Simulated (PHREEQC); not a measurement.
PHREEQC input (ion-association model, wateq4f.dat):

```
SOLUTION_MASTER_SPECIES
  An  An-  0  An  62.0  # stands for a non-complexing anion
SOLUTION_SPECIES
  An- = An-
    -log_k 0
    -gamma 3.0 0
PHASES
  Fix_H+
    H+ = H+
    -log_k 0
SOLUTION 1
  temp 25
  units mmol/kgw
  pH 7 charge
  Na 300
  An 300
END
SELECTED_OUTPUT 1
  -reset false
  -pH true
  -pe true
  -ionic_strength true
  -water true
  -totals Na
  -molalities Hfo_wOH Hfo_wOH2+ Hfo_wO- Hfo_sOH Hfo_sOH2+ Hfo_sO-
USER_PUNCH 1
  -headings sigma psi
  10 PUNCH EDL("sigma", "Hfo"), EDL("psi", "Hfo")
PRINT
  -reset false
USE solution 1
SURFACE 1
  Hfo_wOH 0.000134831 600 0.06
  Hfo_sOH 3.37079e-06
EQUILIBRIUM_PHASES 1
  Fix_H+ -4 HAn 10
    -force_equality true
  O2(g) -0.68 10
END
# ... the last block is repeated for the other 12 points of pH, with NaOH or the acid as the point needs
```

Selected output (columns that matter, 13 of 13 rows; pH added in front):

```
pH	mu	Na	m_Hfo_wOH	m_Hfo_wOH2+	m_Hfo_wO-	m_Hfo_sOH	m_Hfo_sOH2+	m_Hfo_sO-	sigma	psi
4	0.30019	0.3	7.8073e-06	0.00012701	1.0994e-08	1.9518e-07	3.1753e-06	2.7485e-10	0.34892	0.12296
4.67	0.30008	0.3	2.4164e-05	0.00011055	1.2101e-07	6.0411e-07	2.7637e-06	3.0252e-09	0.30338	0.11592
5.33	0.30005	0.3	4.9583e-05	8.4582e-05	6.6587e-07	1.2396e-06	2.1146e-06	1.6647e-08	0.23055	0.10222
6	0.30003	0.3	7.4427e-05	5.8224e-05	2.1795e-06	1.8607e-06	1.4556e-06	5.4488e-08	0.15398	0.082619
6.67	0.30002	0.3	9.1555e-05	3.8256e-05	5.0196e-06	2.2889e-06	9.5641e-07	1.2549e-07	0.091313	0.059096
7.33	0.30001	0.3	0.00010042	2.5266e-05	9.1434e-06	2.5105e-06	6.3166e-07	2.2859e-07	0.044296	0.033085
8	0.3	0.3	0.00010344	1.6774e-05	1.4614e-05	2.5861e-06	4.1934e-07	3.6536e-07	0.0059324	0.004737
8.67	0.30001	0.30002	0.00010196	1.0788e-05	2.2078e-05	2.5491e-06	2.697e-07	5.5195e-07	-0.031018	-0.023928
9.33	0.30005	0.30006	9.5308e-05	6.2549e-06	3.3268e-05	2.3827e-06	1.5637e-07	8.3172e-07	-0.074217	-0.050702
10	0.30017	0.3002	8.1016e-05	2.9564e-06	5.0859e-05	2.0254e-06	7.3911e-08	1.2715e-06	-0.13161	-0.075258
10.67	0.30073	0.30076	5.8297e-05	1.0312e-06	7.5503e-05	1.4574e-06	2.5779e-08	1.8876e-06	-0.2046	-0.096287
11.33	0.3032	0.30325	3.1888e-05	2.2679e-07	0.00010272	7.9721e-07	5.6698e-09	2.5679e-06	-0.28158	-0.11192
12	0.31484	0.31491	1.1361e-05	2.3951e-08	0.00012345	2.8401e-07	5.9877e-10	3.0862e-06	-0.33909	-0.12032
```
